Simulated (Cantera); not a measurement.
A Cantera script and its output.

```python
import numpy as np
import cantera as ct

gas = ct.Solution("gri30.yaml")
gas.TPX = 1523, 2666, {'CH4': 1, 'N2': 180}
inlet = ct.Reservoir(gas, clone=True)

reactor = ct.IdealGasConstPressureReactor(gas, energy="off", clone=False)
exhaust = ct.Reservoir(gas, clone=True)
tau = [1.3, 0.49, 0.18, 0.068, 0.025, 0.0094, 0.0035, 0.0013][0]
for a, b in ((inlet, reactor), (reactor, exhaust)):
    ct.MassFlowController(a, b, mdot=lambda t: reactor.mass / tau)
net = ct.ReactorNet([reactor])
show = ['CH4', 'CH3', 'C2H2', 'CH2', 'C2H']

rows = []
print(f"{'tau/s':>10s}{'T/K':>9s}" + "".join(f"{s:>11s}" for s in show))
for tau in [1.3, 0.49, 0.18, 0.068, 0.025, 0.0094, 0.0035, 0.0013]:
    net.initial_time = 0.0
    net.advance(30 * tau)
    before = gas.X
    net.advance(40 * tau)
    drift = np.max(np.abs(gas.X - before) / (gas.X + 1e-9))
    rows.append([gas.T, *gas[show].X, drift])
    print(f"{tau:10.3e}{gas.T:9.1f}" + "".join(f"{x:11.3e}" for x in gas[show].X))
```

Result:

```
     tau/s      T/K        CH4        CH3       C2H2        CH2        C2H
 1.300e+00   1523.0  4.369e-03  6.567e-05  4.327e-04  3.255e-08  9.142e-10
 4.900e-01   1523.0  5.204e-03  5.354e-05  7.157e-05  1.840e-08  1.684e-10
 1.800e-01   1523.0  5.478e-03  2.507e-05  2.845e-06  4.357e-09  1.145e-11
 6.800e-02   1523.0  5.514e-03  9.800e-06  7.076e-08  7.527e-10  4.887e-13
 2.500e-02   1523.0  5.521e-03  3.617e-06  1.378e-09  1.202e-10  6.838e-15
 9.400e-03   1523.0  5.524e-03  1.349e-06  2.763e-11  2.162e-11  5.773e-17
 3.500e-03   1523.0  5.524e-03  4.895e-07  5.053e-13  4.134e-12  3.798e-19
 1.300e-03   1523.0  5.525e-03  1.709e-07  8.399e-15  7.244e-13  2.056e-21
```

Computed with Cantera and GRI-Mech 3.0 (53 species, 325 reactions). GRI-Mech 3.0 stops at C3 and has no aromatics, soot or wall deposition, so with more carbon than oxygen in the feed, carbon stays in small species such as C2H2 where larger ones or solid carbon would form. Radical loss at walls, strong at low pressure, is not modelled.
